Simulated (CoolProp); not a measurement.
Properties of propyne along the isobar 1750 kPa (Tc = 129.6 °C, pc = 5658 kPa, ω = 0.204).

Values from CoolProp's reference Helmholtz-energy equation of state, Polt 1992. This equation is an older, rougher fit.

| T (°C) | phase | cp (kJ/(kg K)) | cv (kJ/(kg K)) |
|---|---|---|---|
| 79.75 | gas | 2.294 | 1.692 |
| 89.05 | gas | 2.193 | 1.676 |
| 98.35 | gas | 2.129 | 1.671 |
| 107.75 | gas | 2.089 | 1.672 |
| 117.05 | gas | 2.065 | 1.679 |
| 126.35 | gas | 2.051 | 1.689 |
| 135.65 | gas | 2.046 | 1.702 |
| 144.95 | gas | 2.046 | 1.717 |
| 154.25 | gas | 2.050 | 1.734 |
| 163.55 | gas | 2.057 | 1.752 |
| 172.95 | gas | 2.067 | 1.770 |
| 182.25 | gas | 2.078 | 1.789 |
| 191.55 | gas | 2.091 | 1.809 |
| 200.85 | gas | 2.105 | 1.828 |
